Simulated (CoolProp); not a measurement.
A single-stage vapour-compression cycle with propylene: evaporating at 286.15 K (dew point), condensing at 319.15 K (bubble point), superheat 8 K, subcooling 0 K, compressor efficiency 0.7, no pressure losses. Each further row changes one setting.

The numbers come from the reference Helmholtz-energy equation of state, Lemmon 2013 in CoolProp.

| case | cooling COP | pressure ratio | discharge temperature (K) | refrigerating effect (kJ/kg) | volumetric capacity (kJ/m³) |
|---|---|---|---|---|---|
| as stated | ___ | 2.23 | 341.7 | 281 | 4760 |
| evaporating temperature 291.15 K | ___ | ___ | 339.2 | 286 | 5520 |
| condensing temperature 314.15 K | ___ | 1.99 | 334.9 | 296 | 5010 |
| subcooling 5 K | ___ | 2.23 | 341.7 | 296 | 5010 |
| superheat 18 K | ___ | 2.23 | 351.8 | 299 | ___ |
| compressor efficiency 0.6 | ___ | 2.23 | 346.3 | 281 | 4760 |

### Question
What belongs in the gaps?

### Answer

- as stated, cooling COP: 4.85
- evaporating temperature 291.15 K, cooling COP: 5.93
- evaporating temperature 291.15 K, pressure ratio: 1.95
- condensing temperature 314.15 K, cooling COP: 5.92
- subcooling 5 K, cooling COP: 5.10
- superheat 18 K, cooling COP: 4.87
- superheat 18 K, volumetric capacity (kJ/m³): 4800
- compressor efficiency 0.6, cooling COP: 4.15
